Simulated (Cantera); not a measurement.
A freely propagating, adiabatic, planar premixed flame of 37.0 % H₂, 13.2 % O₂, 49.6 % N₂, 0.107 % H₂O, unburnt at 348 K and 128 Torr; mixture-averaged transport, grid criteria slope 0.08 and curve 0.16, no radiation.

Model: the H2/O2 subset of GRI-Mech 3.0, which has no nitrogen chemistry, integrated in Cantera. Burning velocities carry a grid error of a few per cent, more on coarse grids.

Predict: laminar burning velocity; thermal thickness; peak x(HO₂); peak x(O); peak x(H); peak x(OH).


| Item | Value |
|---|---|
| laminar burning velocity | 305 cm/s |
| thermal thickness | 3.85 mm |
| peak x(HO₂) | 0.000148 |
| peak x(O) | 0.00786 |
| peak x(H) | 0.102 |
| peak x(OH) | 0.0104 |
